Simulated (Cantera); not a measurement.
Input (Python, Cantera):

```python
import numpy as np
import cantera as ct

gas = ct.Solution("gri30.yaml")
gas.TPX = 925, 500000, {'CH2O': 0.0057, 'O2': 0.046, 'N2': 1}
reactor = ct.IdealGasConstPressureReactor(gas, energy="off", clone=False)
net = ct.ReactorNet([reactor])
net.rtol, net.atol = 1e-08, 1e-18
show = ['CH2O', 'O2', 'CH3', 'C2H6', 'H', 'O']
times = np.geomspace(2e-06, 30, 11)

steps = ct.SolutionArray(gas, extra=["t"])
rows = []
print(f"{'t/s':>10s}{'T/K':>9s}{'P/Pa':>11s}" + "".join(f"{s:>11s}" for s in show))
for t in times:
    while net.time < t:
        t_next = net.step()
        steps.append(gas.state, t=t_next)
    rows.append([np.interp(t, steps.t, y) for y in (steps.T, steps.P, *steps(*show).X.T)])
    print(f"{t:10.3e}{rows[-1][0]:9.1f}{rows[-1][1]:11.4g}" + "".join(f"{x:11.3e}" for x in rows[-1][2:]))
rate = np.gradient(steps.T, steps.t)
print("integrator steps:", len(steps.t))
if steps.T.max() > steps.T[0] + 200:
    print(f"time of steepest temperature rise: {steps.t[rate.argmax()]:.4e} s")
gas.TPX = 925, 500000, {'CH2O': 0.0057, 'O2': 0.046, 'N2': 1}
gas.equilibrate("TP")
print(f"equilibrium (TP): T = {gas.T:.1f} K  " + "  ".join(f"{s} {gas[s].X[0]:.3e}" for s in show))
```

Result:

```
       t/s      T/K       P/Pa       CH2O         O2        CH3       C2H6          H          O
 2.000e-06    925.0      5e+05  5.420e-03  4.374e-02  1.340e-21  6.100e-40  7.107e-12  2.445e-13
 1.044e-05    925.0      5e+05  5.420e-03  4.374e-02  1.341e-20  4.308e-37  7.429e-12  2.690e-13
 5.448e-05    925.0      5e+05  5.420e-03  4.374e-02  1.269e-19  1.841e-34  8.996e-12  3.259e-13
 2.844e-04    925.0      5e+05  5.420e-03  4.374e-02  2.101e-18  2.242e-31  1.733e-11  6.287e-13
 1.484e-03    925.0      5e+05  5.416e-03  4.373e-02  4.484e-17  5.183e-28  6.593e-11  2.401e-12
 7.746e-03    925.0      5e+05  5.292e-03  4.362e-02  8.647e-16  1.063e-24  4.712e-10  1.773e-11
 4.043e-02    925.0      5e+05  1.055e-03  4.091e-02  7.686e-15  5.529e-22  8.325e-09  1.226e-09
 2.110e-01    925.0      5e+05  1.227e-12  4.020e-02  1.108e-16  3.746e-24  1.081e-09  1.400e-08
 1.101e+00    925.0      5e+05  1.721e-13  4.003e-02  3.854e-17  1.661e-24  1.471e-10  4.002e-09
 5.748e+00    925.0      5e+05  6.308e-14  3.967e-02  1.352e-17  2.181e-25  8.538e-11  2.999e-09
 3.000e+01    925.0      5e+05  7.744e-15  3.888e-02  3.306e-19  2.120e-28  2.562e-11  1.472e-09
integrator steps: 1962
equilibrium (TP): T = 925.0 K  CH2O 1.357e-32  O2 3.832e-02  CH3 4.136e-52  C2H6 4.041e-90  H 3.658e-17  O 1.180e-12
```

Cantera simulation using GRI-Mech 3.0 (53 species, 325 reactions); the numbers are that mechanism's predictions, not measurements. Below about 1000 K GRI-Mech 3.0 lacks low-temperature oxidation paths.
